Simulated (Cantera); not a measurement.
# Ignition delay

Mixture: 6.55 % CH3OH, 23.4 % O2, 70.1 % N2, equivalence ratio 0.42, at 1000000 Pa, adiabatic and at constant volume. Ignition delay is the time to a rise of 400 K.

Cantera simulation using GRI-Mech 3.0 (53 species, 325 reactions); the numbers are that mechanism's predictions, not measurements. GRI-Mech 3.0 was tuned for natural gas; its chemistry of methanol as a main component is partial and can be far from experiment.

```
T0 (K)  delay (ms)
------  ----------
1200          1.66
1250         0.742
1300         0.356
1350         0.182
1400        0.0993
1450        0.0572
1500        0.0347
```

The apparent activation energy between 1400 and 1500 K is 180 kJ/mol.
